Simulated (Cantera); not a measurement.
Input: 1 mol Cu, 0.004 mol O2, 83 mol H2, held at 133 Pa.

These are equilibrium values from Cantera (NASA tables, ideal gas, pure condensed phases), not measurements of a reactor. Candidate condensed phases: Cu, CuO, Cu(OH)2, Cu2O, H2O; 12 gas species. Equilibrium is a limit: real reactors are often held back by kinetics, nucleation or transport.

**Question.** Which condensed phases are stable at each of these points (T (K)): 948, 1098, 1248, 1398, 1548, 1698, 1848, 1998?

**Answer.** 
```csv
T (K),condensed phases,Cu condensed (%)
948,Cu(s),100.0
1098,Cu(s),100.0
1248,Cu(s),99.7
1398,Cu(l),91.9
1548,gas only,0.0
1698,gas only,0.0
1848,gas only,0.0
1998,gas only,0.0
```

From 948 K to 1248 K the condensed part is Cu(s). At 1398 K the condensed part is Cu(l). From 1548 K to 1998 K nothing is condensed.
